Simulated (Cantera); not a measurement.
Input: 1 mol H₂S, 0.048 mol O₂, 0.63 mol H₂, equilibrated at 3300 K and 1330 Pa.

Equilibrium computed with Cantera from the NASA thermochemical tables; the gas is ideal and each condensed phase is pure. Candidate condensed phases: H₂O, H₂SO₄, S; 19 gas species. Equilibrium is a limit: real reactors are often held back by kinetics, nucleation or transport.

Base state: H 0.692, S 0.230, H₂ 0.0479, O 0.0163, SO 0.00480, SH 0.00419, S₂ 0.00224, OH 0.00190 (mole fractions); condensed: gas only.

Task: What changes in the equilibrium state with this change: O₂ from 0.048 to 1.1 mol?

Result: 
```
species    before     after
-------  --------  --------
H           0.692     0.486
O          0.0163     0.280
S           0.230     0.123
O₂        4.23e-5    0.0125
OH        0.00190    0.0229
SO        0.00480    0.0440
H₂         0.0479    0.0236
SO₂       1.92e-5   0.00303
H₂O      0.000320   0.00272
H₂S       1.82e-5   4.79e-6
S₂        0.00224  0.000638
```

Task: What changes in the equilibrium state with this change: H₂ from 0.63 to 3.4 mol?

Result: 
```json
[
 {"species": "H", "before": "0.692", "after": "0.816"},
 {"species": "S", "before": "0.230", "after": "0.104"},
 {"species": "H₂", "before": "0.0479", "after": "0.0666"},
 {"species": "O", "before": "0.0163", "after": "0.00799"},
 {"species": "SO₂", "before": "1.92e-5", "after": "2.10e-6"},
 {"species": "S₂", "before": "0.00224", "after": "0.000457"},
 {"species": "SO", "before": "0.00480", "after": "0.00107"}
]
```
